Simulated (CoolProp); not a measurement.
Properties of R245ca along the isotherm 450 K (Tc = 447.6 K, pc = 3.941 MPa, ω = 0.355).

Computed with CoolProp (reference Helmholtz-energy equation of state, Zhou 2016).

| p (MPa) | phase | speed of sound (m/s) | expansivity (1/kK) | fugacity coefficient |
|---|---|---|---|---|
| 0.769 | gas | 161.2 | 2.862 | 0.9336 |
| 1.54 | gas | 149.4 | 3.870 | 0.8688 |
| 2.31 | gas | 135.4 | 5.708 | 0.8051 |
| 3.08 | gas | 117.9 | 10.18 | 0.7411 |
| 3.85 | gas | 92.95 | 38.19 | 0.6738 |
| 4.62 | supercritical | 131.2 | 22.19 | 0.5916 |
| 5.38 | supercritical | 171.0 | 11.68 | 0.5255 |
| 6.15 | supercritical | ? | 8.493 | 0.4747 |
| 6.92 | supercritical | 222.6 | ? | 0.4352 |
| 7.69 | supercritical | 242.2 | 5.903 | 0.4036 |
| 8.46 | supercritical | 259.5 | ? | 0.3779 |
| 9.23 | supercritical | 275.0 | 4.723 | 0.3566 |
| 10 | supercritical | 289.3 | 4.336 | 0.3387 |

Question: Fill in the missing entries.

Answer: 
- 6.15, speed of sound (m/s): 199.6
- 6.92, expansivity (1/kK): 6.890
- 8.46, expansivity (1/kK): 5.224
